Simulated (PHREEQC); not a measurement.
Make-up at 40 °C: 0.021 mol/kgw HF, 0.00013 mol/kgw (CH3)4NF and 0.00046 mol/kgw H4SiO4. Closed to the air; pH follows from the charge balance.

Model: ion-association model, phreeqc.dat, run in PHREEQC.

Problem. The ionic strength comes out as 0.00410 mol/kgw. What activity coefficients do H+, F-, SiF6-2, HF2- get?

Solution. H+ 0.94, F- 0.93, SiF6-2 0.76, HF2- 0.93.

This is a speciation only: nothing precipitates in the calculation. (CH3)4N+ isn't in the database: it is added as a free cation with an ion size of 4 Å. Constants without temperature data keep their 25 °C values here. SiF6-2 is the database's only silicon fluoride.
